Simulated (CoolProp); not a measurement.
Vapour-liquid equilibrium of R134a (1) + R1234ze(E) (2) at 38.25 °C; x and y are mole fractions of (1).

Values from CoolProp's multi-fluid Helmholtz-energy mixture model, Tillner-Roth 1994 and Thol 2016; pair parameters Bell 2022.

Question: Give the bubble pressure and the first vapour's composition at x = 0.05, 0.2, 0.5. Is there an azeotrope?

Answer: x = 0.05: 0.7496 MPa, y = 0.069; x = 0.2: 0.7999 MPa, y = 0.251; x = 0.5: 0.8782 MPa, y = 0.553. No azeotrope shows between x = 0.05 and 0.95.

Pair parameters are fitted to limited data, so mixtures are less certain than the pure fluids.
